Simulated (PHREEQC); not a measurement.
Consider water at 20 °C with 4.5 mmol/kgw Cu(BF4)2, 7.4 mmol/kgw H2SO4 and 0.66 mmol/kgw H3BO3. Closed to the air; pH follows from the charge balance.

Equilibrium calculation in PHREEQC: ion-association model, phreeqc.dat.

Problem. The ionic strength comes out as 0.0266 mol/kgw. What activity coefficients do HF2-, F-, HSO4-, BF3OH-, SO4-2 get?

Solution. HF2- 0.86, F- 0.85, HSO4- 0.86, BF3OH- 0.86, SO4-2 0.55.

This is a speciation only: nothing precipitates in the calculation. Complexes and solids missing from the database can't appear. Real BF4- forms and hydrolyses slowly; the run takes it at equilibrium.
